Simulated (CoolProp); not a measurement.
Cyclopentane along the isobar 33.4 bar: fugacity coefficient from the reference equation and from simpler models built on Tc = 511.7 K, pc = 45.83 bar, ω = 0.202; each cubic takes its own stable root.

Values from CoolProp's reference Helmholtz-energy equation of state, Gedanitz 2015.

| T (K) | phase | reference | van der Waals | Soave-Redlich-Kwong |
|---|---|---|---|---|
| 207.5 | liquid | 6.306e-5 | 0.01016 | 6.066e-5 |
| 217.1 | liquid | 0.0001443 | … | 0.0001385 |
| 226.6 | liquid | 0.0003022 | 0.01983 | 0.0002902 |
| 236.2 | liquid | 0.0005951 | 0.02661 | … |
| 245.7 | liquid | 0.001095 | 0.03479 | 0.001055 |
| 255.2 | liquid | 0.001911 | 0.04454 | 0.001847 |
| 264.8 | liquid | 0.003198 | 0.05613 | 0.003101 |
| 274.3 | liquid | 0.005103 | 0.06939 | … |
| 283.9 | liquid | … | 0.08470 | 0.007706 |
| 293.4 | liquid | 0.01171 | 0.1018 | 0.01150 |
| 303 | liquid | 0.01695 | 0.1210 | 0.01673 |
| 312.5 | liquid | 0.02379 | 0.1421 | 0.02358 |
| 322 | liquid | 0.03256 | 0.1651 | 0.03243 |
| 331.6 | liquid | 0.04372 | 0.1904 | 0.04374 |
| 341.1 | liquid | 0.05733 | 0.2173 | 0.05761 |
| 350.7 | liquid | 0.07398 | 0.2464 | 0.07465 |

Complete the blanks.


- 217.1, van der Waals: 0.01444
- 236.2, Soave-Redlich-Kwong: 0.0005721
- 274.3, Soave-Redlich-Kwong: 0.004969
- 283.9, reference: 0.007880
